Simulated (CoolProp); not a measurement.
R1132(E) along the isobar 0.878 MPa: Z from the reference equation and from simpler models built on Tc = 348.8 K, pc = 5.174 MPa, ω = 0.245; each cubic takes its own stable root.

Values from CoolProp's reference Helmholtz-energy equation of state, Akasaka 2024.

| T (K) | phase | reference | Pitzer virial | van der Waals | Soave-Redlich-Kwong | Peng-Robinson |
|---|---|---|---|---|---|---|
| 309.9 | gas | 0.9050 | 0.9117 | 0.9287 | 0.9093 | 0.9021 |
| 316 | gas | 0.9116 | 0.9174 | 0.9322 | 0.9152 | 0.9081 |
| 322.1 | gas | 0.9177 | 0.9226 | 0.9354 | 0.9206 | 0.9137 |
| 328.3 | gas | 0.9233 | 0.9275 | 0.9385 | 0.9257 | 0.9189 |
| 334.4 | gas | 0.9283 | 0.9319 | 0.9413 | 0.9303 | 0.9236 |
| 340.5 | gas | 0.9329 | 0.9360 | 0.9440 | 0.9346 | 0.9280 |
| 346.6 | gas | 0.9371 | 0.9398 | 0.9465 | 0.9385 | 0.9321 |
| 352.7 | gas | 0.9410 | 0.9433 | 0.9488 | 0.9422 | 0.9359 |
| 358.8 | gas | 0.9445 | 0.9466 | 0.9510 | 0.9456 | 0.9394 |
| 364.9 | gas | 0.9478 | 0.9496 | 0.9531 | 0.9488 | 0.9427 |
| 371 | gas | 0.9509 | 0.9525 | 0.9551 | 0.9518 | 0.9458 |
| 377.1 | gas | 0.9538 | 0.9551 | 0.9569 | 0.9546 | 0.9487 |
| 383.2 | gas | 0.9564 | 0.9576 | 0.9587 | 0.9572 | 0.9515 |
